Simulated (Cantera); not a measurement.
Equilibrium for silicon epitaxy and polysilicon growth: Si₃H₈ + Cl₂ + H₂ + HCl

Charge: 1 mol Si₃H₈, 0.036 mol Cl₂, 6.5 mol H₂, 0.37 mol HCl, at 750 Torr.

Method: chemical equilibrium by Gibbs-energy minimisation in Cantera with the NASA 1993 tables (ideal gas, pure condensed phases). Candidate condensed phases: Si; 19 gas species. The feed counts by its element totals alone. The tables' values for SiCl₃ are old estimates; treat these amounts as uncertain. Gases not in the tables: Si₂H₆ and higher silanes. The numbers say what is thermodynamically allowed, not how fast it happens.

```
T (K)  log p H₂  log p HCl  log p SiHCl₃  log p SiCl₄  log p SiCl₂  log p SiH₂Cl₂  log p SiCl₃  n Si(s)
-----  --------  ---------  ------------  -----------  -----------  -------------  -----------  -------
1023      -0.01      -2.18         -2.28        -2.38        -4.11          -3.13        -3.91     2.89
1073      -0.01      -2.03         -2.32        -2.43        -3.76          -3.15        -3.70     2.90
1123      -0.01      -1.89         -2.38        -2.50        -3.46          -3.17        -3.52     2.91
1173      -0.01      -1.78         -2.46        -2.60        -3.19          -3.22        -3.39     2.92
1223      -0.01      -1.69         -2.57        -2.73        -2.98          -3.28        -3.31     2.93
1273      -0.01      -1.62         -2.71        -2.91        -2.81          -3.36        -3.27     2.94
1323      -0.01      -1.56         -2.88        -3.13        -2.68          -3.47        -3.28     2.95
1373      -0.02      -1.53         -3.08        -3.40        -2.59          -3.60        -3.33     2.95
1423      -0.02      -1.51         -3.31        -3.69        -2.53          -3.74        -3.41     2.95
1473      -0.02      -1.50         -3.54        -3.99        -2.49          -3.88        -3.51     2.96
1523      -0.02      -1.50         -3.76        -4.29        -2.46          -4.03        -3.61     2.96
1573      -0.02      -1.49         -3.99        -4.59        -2.44          -4.17        -3.72     2.96
1623      -0.02      -1.49         -4.20        -4.86        -2.42          -4.31        -3.83     2.96
1673      -0.02      -1.49         -4.40        -5.13        -2.41          -4.43        -3.93     2.96
```
log p: log10 of the partial pressure in bar; n: condensed amount in mol.

From 1023 K to 1673 K the condensed part is Si(s). The main Si-bearing gas is SiHCl₃ at 1023 K and SiCl₂ at 1673 K.
